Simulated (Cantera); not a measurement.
What does this Cantera script print?

```python
import numpy as np
import cantera as ct

gas_names = """
    C CH CH2 CH3 CH2OH CH3O CH4 CH3OH CO CO2 COOH C2 C2H CHCO,ketyl C2H2,acetylene C2H2,vinylidene
    CH2CO,ketene C2H3,vinyl CH3CO,acetyl C2H4 C2H4O,ethylen CH3CHO,ethanal CH3COOH (HCOOH)2 C2H5 C2H6
    CH3OCH3 C2H5OH C2O C3 C3H3,propargyl C3H4,allene C3H4,propyne C3H4,cyclo- C3H5,allyl C3H6,propylene
    C3H6,cyclo- C3H6O C3H7,n-propyl C3H7,i-propyl C3H8 C3H8O,1propanol C3H8O,2propanol C3O2 C4 C4H2
    C4H4,1,3-cyclo- C4H6,butadiene C4H6,2-butyne C4H6,cyclo- C4H8,1-butene C4H8,cis2-buten
    C4H8,tr2-butene C4H8,isobutene C4H8,cyclo- (CH3COOH)2 C4H9,n-butyl C4H9,i-butyl C4H9,s-butyl
    C4H9,t-butyl C4H10,isobutane C4H10,n-butane C5 C5H6,1,3cyclo- C5H8,cyclo- C5H10,1-pentene
    C5H10,cyclo- C5H11,pentyl C5H11,t-pentyl C5H12,n-pentane C5H12,i-pentane CH3C(CH3)2CH3 C6H2
    C6H5,phenyl C6H5O,phenoxy C6H6 C6H5OH,phenol C6H10,cyclo- C6H12,1-hexene C6H12,cyclo- C6H13,n-hexyl
    C7H7,benzyl C7H8 C7H8O,cresol C7H14,1-heptene C7H15,n-heptyl C7H16,n-heptane C8H8,styrene
    C8H10,ethylbenz C8H16,1-octene C8H17,n-octyl C8H18,isooctane C8H18,n-octane C9H19,n-nonyl
    C10H8,naphthale C10H21,n-decyl C12H9,o-bipheny C12H10,bipheny Fe FeC5O5 FeO Fe(OH)2 H HCO HO2 H2
    HCHO,formaldehy HCOOH H2O H2O2 O OH O2 O3
""".split()
cond_names = """
    C(gr) C6H6(L) C7H8(L) C8H18(L),n-octa Fe(a) Fe(c) Fe(d) Fe(L) FeC5O5(L) FeO(s) FeO(L) Fe(OH)2(s)
    Fe(OH)3(s) Fe2O3(s) Fe3O4(s) H2O(s) H2O(L)
""".split()


def load(file, names, dense=False):
    # The tables refer to 1 bar. Condensed volumes are neglected.
    table = {s.name: s for s in ct.Species.list_from_file(file)}
    out = []
    for n in names:
        d = dict(table[n].input_data)
        d["thermo"] = dict(d["thermo"], **{"reference-pressure": 1e5})
        if dense:
            d["equation-of-state"] = {"model": "constant-volume", "density": "1e6 g/cm^3"}
        out.append(ct.Species.from_dict(d))
    return out


gas = ct.Solution(thermo="ideal-gas", species=load("nasa_gas.yaml", gas_names))
cond = {s.name: ct.Solution(thermo="fixed-stoichiometry", species=[s], name=s.name)
        for s in load("nasa_condensed.yaml", cond_names, dense=True)}
atoms = {
    'Fe2O3': {'Fe': 2, 'O': 3},
    'C': {'C': 1},
    'H2': {'H': 2},
}
top_T = {'C(gr)': 4500, 'Fe2O3(s)': 1830, 'Fe3O4(s)': 1870}  # K; cautious upper limits of use, not melting points


def equilibrate(T, P, feed):
    n = {}
    for name, mol in feed.items():
        for a, k in atoms[name].items():
            n[a] = n.get(a, 0.0) + k * mol
    gas.TPX = T, P, n
    mass = sum(n.values()) * gas.mean_molecular_weight
    gas.equilibrate("TP")
    valid = [c for c in cond.values() if c.min_temp <= T <= top_T.get(c.name, c.max_temp)]
    mix = ct.Mixture([(gas, mass / gas.mean_molecular_weight)] + [(c, 0.0) for c in valid])
    mix.T, mix.P = T, P
    mix.equilibrate("TP", solver="vcs", rtol=1e-11, max_steps=5000)
    return mix


results = []
feed = {'Fe2O3': 1, 'C': 2.5, 'H2': 1.2}  # mol
P = 6100  # Pa
for T in [1148, 1298, 1448, 1598, 1748, 1898, 2048, 2198, 2348]:
    mix = equilibrate(T, P, feed)
    results.append((T, P, feed, dict(zip(mix.species_names, mix.species_moles))))

top = {s: max(r[3][s] / sum(r[3][g] for g in gas_names) for r in results) for s in gas_names}
cols = sorted((s for s in top if top[s] > 0.0001), key=lambda s: -top[s])[:7]
seen = [c for c in cond_names if any(r[3].get(c, 0) > 1e-12 for r in results)]
print("log10 of partial pressures in bar; condensed amounts in mol")
print(f"{'T/K':>10s}" + "".join(f"{s[:9]:>10s}" for s in cols + seen))
for T, P, feed, n in results:
    ng = sum(n[g] for g in gas_names)
    print(f"{T:10.4g}" + "".join(f"{np.log10(max(n[s] / ng * P / 1e5, 1e-99)):10.3f}" for s in cols)
          + "".join(f"{n.get(c, 0):10.4g}" for c in seen))
```

Result:

```
log10 of partial pressures in bar; condensed amounts in mol
       T/K        CO        H2        Fe       CO2       H2O         H       FeO     Fe(a)     Fe(c)     Fe(d)     Fe(L)
      1148    -1.445    -1.774   -11.098    -2.275    -2.532    -8.032   -15.113         2         0         0         0
      1298    -1.437    -1.791    -8.987    -2.333    -2.443    -6.865   -12.474         0         2         0         0
      1448    -1.431    -1.805    -7.322    -2.385    -2.385    -5.938   -10.401         0         2         0         0
      1598    -1.426    -1.817    -5.976    -2.430    -2.344    -5.182    -8.731         0         2         0         0
      1748    -1.422    -1.826    -4.869    -2.469    -2.315    -4.554    -7.360         0         0     1.999         0
      1898    -1.421    -1.835    -3.964    -2.503    -2.294    -4.025    -6.235         0         0         0     1.993
      2048    -1.423    -1.848    -3.210    -2.535    -2.283    -3.574    -5.297         0         0         0     1.962
      2198    -1.438    -1.875    -2.565    -2.577    -2.292    -3.192    -4.495         0         0         0     1.824
      2348    -1.497    -1.950    -2.007    -2.666    -2.359    -2.883    -3.809         0         0         0     1.264
```

Cantera equilibrium calculation (NASA polynomials, part measured and part estimated; ideal gas, pure solids and liquids).
